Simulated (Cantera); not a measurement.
An isothermal, constant-pressure homogeneous reactor starts with NO : N2 = 1 : 5.6 (molar parts), at 1923 K and 2670 Pa. Integrator tolerance rtol = 1e-08.

Model: GRI-Mech 3.0 (53 species, 325 reactions), integrated in Cantera. Radical loss at walls, strong at low pressure, is not modelled.

What does this change do: NO 1 to 0.18 parts?


```json
[
 {"quantity": "x(NO) at 40.0 s", "before": "0.0649 (gas-phase equilibrium 0.00395)", "after": "0.0244 (gas-phase equilibrium 0.00181)"},
 {"quantity": "x(NO2) at 40.0 s", "before": "9.41e-6 (gas-phase equilibrium 7.51e-7)", "after": "1.01e-6 (gas-phase equilibrium 1.53e-7)"},
 {"quantity": "x(O2) at 40.0 s", "before": "0.0431 (gas-phase equilibrium 0.0735)", "after": "0.00328 (gas-phase equilibrium 0.0145)"},
 {"quantity": "x(O) at 40.0 s", "before": "0.000473 (gas-phase equilibrium 0.000604)", "after": "0.000137 (gas-phase equilibrium 0.000269)"},
 {"quantity": "x(N2) at 40.0 s", "before": "0.892 (gas-phase equilibrium 0.922)", "after": "0.972 (gas-phase equilibrium 0.983)"}
]
```
